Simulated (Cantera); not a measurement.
What does this Cantera script print?

```python
import numpy as np
import cantera as ct

gas = ct.Solution("h2o2.yaml")
gas.TPX = 1400, 2666, {'H2': 0.13, 'O2': 1, 'N2': 0.71}
reactor = ct.IdealGasConstPressureReactor(gas, energy="off", clone=False)
net = ct.ReactorNet([reactor])
net.rtol, net.atol = 1e-08, 1e-18
show = ['H2', 'O2', 'O', 'H2O', 'H2O2', 'HO2']
times = np.geomspace(1e-05, 1, 13)

steps = ct.SolutionArray(gas, extra=["t"])
rows = []
print(f"{'t/s':>10s}{'T/K':>9s}{'P/Pa':>11s}" + "".join(f"{s:>11s}" for s in show))
for t in times:
    while net.time < t:
        t_next = net.step()
        steps.append(gas.state, t=t_next)
    rows.append([np.interp(t, steps.t, y) for y in (steps.T, steps.P, *steps(*show).X.T)])
    print(f"{t:10.3e}{rows[-1][0]:9.1f}{rows[-1][1]:11.4g}" + "".join(f"{x:11.3e}" for x in rows[-1][2:]))
rate = np.gradient(steps.T, steps.t)
print("integrator steps:", len(steps.t))
if steps.T.max() > steps.T[0] + 200:
    print(f"time of steepest temperature rise: {steps.t[rate.argmax()]:.4e} s")
gas.TPX = 1400, 2666, {'H2': 0.13, 'O2': 1, 'N2': 0.71}
gas.equilibrate("TP")
print(f"equilibrium (TP): T = {gas.T:.1f} K  " + "  ".join(f"{s} {gas[s].X[0]:.3e}" for s in show))
```

Result:

```
       t/s      T/K       P/Pa         H2         O2          O        H2O       H2O2        HO2
 1.000e-05   1400.0       2666  7.065e-02  5.435e-01  4.054e-09  7.844e-10  4.657e-12  1.795e-08
 2.610e-05   1400.0       2666  7.065e-02  5.435e-01  2.244e-08  1.108e-08  3.139e-11  4.686e-08
 6.813e-05   1400.0       2666  7.065e-02  5.435e-01  1.430e-07  1.575e-07  2.083e-10  1.223e-07
 1.778e-04   1400.0       2666  7.064e-02  5.435e-01  2.957e-06  5.090e-06  1.335e-09  3.245e-07
 4.642e-04   1400.0       2666  6.135e-02  5.371e-01  3.594e-03  6.503e-03  3.511e-08  2.688e-06
 1.212e-03   1400.0       2666  2.323e-03  4.916e-01  4.043e-02  5.774e-02  1.273e-07  3.673e-06
 3.162e-03   1400.0       2666  2.113e-03  4.951e-01  3.633e-02  5.941e-02  1.270e-07  3.639e-06
 8.254e-03   1400.0       2666  1.673e-03  5.025e-01  2.765e-02  6.277e-02  1.246e-07  3.507e-06
 2.154e-02   1400.0       2666  9.318e-04  5.136e-01  1.464e-02  6.756e-02  1.094e-07  3.005e-06
 5.623e-02   1400.0       2666  2.894e-04  5.224e-01  4.398e-03  7.113e-02  7.086e-08  1.821e-06
 1.468e-01   1400.0       2666  5.701e-05  5.257e-01  8.564e-04  7.252e-02  3.197e-08  6.519e-07
 3.831e-01   1400.0       2666  1.065e-05  5.264e-01  1.597e-04  7.296e-02  1.187e-08  1.780e-07
 1.000e+00   1400.0       2666  2.366e-06  5.266e-01  3.552e-05  7.311e-02  4.239e-09  6.449e-08
integrator steps: 1385
equilibrium (TP): T = 1400.0 K  H2 2.809e-07  O2 5.267e-01  O 4.234e-06  H2O 7.320e-02  H2O2 9.700e-10  HO2 6.227e-08
```

Computed with Cantera and the H2/O2 subset of GRI-Mech 3.0, which has no nitrogen chemistry. Radical loss at walls, strong at low pressure, is not modelled. The temperature is held fixed by assumption; the heat of reaction is taken as removed at once.
